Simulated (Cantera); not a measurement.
# Metals in furnace atmospheres: Cu + O2 + CO

A closed system holds: 1 mol Cu, 0.0017 mol O2, a varied amount of CO, held at 1000 Pa.

Equilibrium computed with Cantera from the NASA thermochemical tables; the gas is ideal and each condensed phase is pure. Candidate condensed phases: C, Cu, CuO, Cu2O; 15 gas species. Equilibrium is a limit: real reactors are often held back by kinetics, nucleation or transport.

Stable condensed phases:

```
T in K \ n(CO) in mol
         1.6 2.6   4 6.3 9.8  15  24  37  58  91
   1950    A   A   B   B   B   B   B   B   B   B
   1850    A   A   A   A   B   B   B   B   B   B
   1750    A   A   A   A   A   A   A   B   B   B
   1650    A   A   A   A   A   A   A   A   A   A
   1550    A   A   A   A   A   A   A   A   A   A
   1450    A   A   A   A   A   A   A   A   A   A
   1350    A   A   A   A   A   A   A   A   A   A
   1250    A   A   A   A   A   A   A   A   A   A
   1150    A   A   A   A   A   C   C   C   C   C
   1050    A   C   C   C   C   C   C   C   C   C
    950    C   C   C   C   C   C   C   C   C   C
```

A: Cu; B: gas only; C: C + Cu.
